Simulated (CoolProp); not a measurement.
C3F8 (R218) at 298.15 K and 2.29 MPa flows at 0.15 m/s in a round tube of 25 mm bore and 1.5 µm roughness, fully developed (64/Re and Nu = 3.66 if laminar; Colebrook and Gnielinski if turbulent). Each further row changes one setting.

Model: reference Helmholtz-energy equation of state, Lemmon 2006, in CoolProp. It is a short technical equation, of lower accuracy than the large ones.

| case | Reynolds number | Darcy friction factor | pressure drop (Pa/m) | heat-transfer coefficient (W/(m² K)) | mass flow (kg/h) |
|---|---|---|---|---|---|
| as stated | 28300 | 0.0240 | 14.5 | 309 | 357 |
| velocity 0.3 m/s | 56600 | 0.0206 | 49.8 | 561 | 714 |
| diameter 50 mm | 56600 | 0.0204 | 6.19 | 279 | 1430 |

Viscosity comes from a separate model (Huber 2003), an estimate that may be off by 10 % or more. Thermal conductivity comes from a separate model (Huber 2003), an estimate that may be off by 10 % or more.
